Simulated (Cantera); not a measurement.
Input: 1 mol NF₃, 0.15 mol H₂O, 0.2 mol O₂, equilibrated at 2325 °C and 1.00 bar.

Method: chemical equilibrium by Gibbs-energy minimisation in Cantera with the NASA 1993 tables (ideal gas, pure condensed phases). Candidate condensed phases: H₂O; 40 gas species. The numbers say what is thermodynamically allowed, not how fast it happens.

**Question.** What is the equilibrium state?

**Answer.** 
```
Quantity        Value
----------  ---------
x(F)            0.713
x(N₂)           0.129
x(HF)          0.0793
x(O₂)          0.0665
x(NO)         0.00618
x(O)          0.00595
x(F₂)        0.000227
x(FO)        0.000128
x(NO₂)        2.82e-6
gas amount  3.785 mol
```
